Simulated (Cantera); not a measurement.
**Thermodynamics of roasting and sulfation, feed MgO + SO₂ + H₂O**

Feed: 1 mol MgO, 0.77 mol SO₂, 0.33 mol H₂O, at 1225 K and 100000 Pa.

These are equilibrium values from Cantera (NASA tables, ideal gas, pure condensed phases), not measurements of a reactor. Candidate condensed phases: H₂O, H₂SO₄, Mg, MgO, Mg(OH)₂, MgS, MgSO₄, S; 26 gas species. Rates play no part.

```yaml
x(SO₂): 0.700
x(H₂O): 0.300
x(SO₃): 3.30e-5
x(H₂): 2.84e-5
x(SO): 4.78e-6
n(MgO(s)): 1.00 mol
gas_amount: 1.100 mol
log10 activity of S(l) (absent): -5.30
log10 activity of Mg(l) (absent): -16.27
```
